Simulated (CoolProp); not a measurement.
Properties of CH2F2 (R32) along the isotherm 263 K (Tc = 351.3 K, pc = 5.783 MPa, ω = 0.277).

Values from CoolProp's reference Helmholtz-energy equation of state, Tillner-Roth 1997.

```tsv
p (MPa)	phase	cp (kJ/(kg K))	cv (kJ/(kg K))	speed of sound (m/s)	Prandtl number	fugacity coefficient
0.183	gas	0.8595	0.6621	224.9	0.903	0.9645
0.416	gas	1.003	0.7363	217.5	1.04	0.9195
0.947	liquid	1.694	0.9350	755.2	1.81	0.5478
2.16	liquid	1.684	0.9350	764.8	1.82	0.2466
4.91	liquid	1.662	0.9353	785.5	1.83	0.1151
11.2	liquid	1.624	0.9363	828.6	1.87	0.05775
25.4	liquid	1.566	0.9401	911.1	1.98	0.03429
57.8	liquid	1.499	0.9497	1058	2.24	0.02896
```

Viscosity comes from a separate model (Bell 2016), an estimate that may be off by 10 % or more. Thermal conductivity comes from a separate model (Huber 2003), an estimate that may be off by 10 % or more.
